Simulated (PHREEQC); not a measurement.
2.4 g of hydrous ferric oxide (600 m²/g; 0.2 weak and 0.005 strong sites per Fe, Dzombak-Morel constants, diffuse double layer) in 1 kg of water with 0.001 mol/kgw of an inert sodium salt and 3.1e-05 mol NaF, at 25 °C; the pH is set by adding NaOH or the inert anion's acid. Oxygen is held at 0.21 atm. No CO2 enters from the air. Nothing may precipitate in this run.

The series has 17 steps of pH, from 3 to 9.

Equilibrium calculation in PHREEQC: ion-association model, wateq4f.dat.

Q: Near which pH is half of the F sorbed, and on which side is more sorbed?

A: Near pH 7.3, with more sorbed at lower pH.

Species that the database lacks are ignored. The oxide is taken as insoluble; below pH 4 it would dissolve.
